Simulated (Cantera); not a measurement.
A closed system holds: 1 mol Cr, 0.86 mol N2, 180 mol H2, at 1.20 bar.

Method: chemical equilibrium by Gibbs-energy minimisation in Cantera with the NASA 1993 tables (ideal gas, pure condensed phases). Candidate condensed phases: Cr, CrN, Cr2N; 11 gas species. The numbers say what is thermodynamically allowed, not how fast it happens.

**Question.** At 1377 °C, list the 3 most abundant gas species with their mole fractions, and the condensed phases.

**Answer.** H2 0.995, N2 0.00475, H 8.27e-5. Condensed: Cr(s).
